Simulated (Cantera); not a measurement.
Input: 1 mol SiH₂Cl₂, 16 mol N₂, 2.1 mol H₂, held at 1775 K and 2.50 mbar.

Cantera equilibrium calculation (NASA polynomials, part measured and part estimated; ideal gas, pure solids and liquids). Candidate condensed phases: NH₄Cl, Si, Si₃N₄; 28 gas species. The tables' values for SiCl, SiCl₃, SiN are old estimates; treat these amounts as uncertain. Kinetics and transport are ignored.

Base state: N₂ 0.794, H₂ 0.135, HCl 0.0361, SiCl₂ 0.0310, H 0.00212, Si 0.000878, Cl 0.000438, SiCl 0.000435 (mole fractions); condensed: Si(l).

**Question.** What changes in the equilibrium state with this change: pressure from 2.50 mbar to 55.0 mbar?

**Answer.** 
```json
[
 {"species": "N₂", "before": "0.794", "after": "0.792"},
 {"species": "H₂", "before": "0.135", "after": "0.128"},
 {"species": "HCl", "before": "0.0361", "after": "0.0572"},
 {"species": "SiCl₂", "before": "0.0310", "after": "0.0213"},
 {"species": "Si", "before": "0.000878", "after": "1.04e-5"},
 {"species": "Si₂N", "before": "3.09e-5", "after": "4.49e-7"},
 {"species": "SiCl₄", "before": "4.04e-7", "after": "1.61e-5"},
 {"species": "SiH", "before": "1.98e-5", "after": "1.08e-6"},
 {"species": "SiN", "before": "1.87e-5", "after": "1.04e-6"},
 {"species": "Si(l), mol", "before": "0.345", "after": "0"},
 {"species": "Si₃N₄(s), mol", "before": "0", "after": "0.190"}
]
```
The tables' values for SiCl₃, SiCl are old estimates; treat these amounts as uncertain.
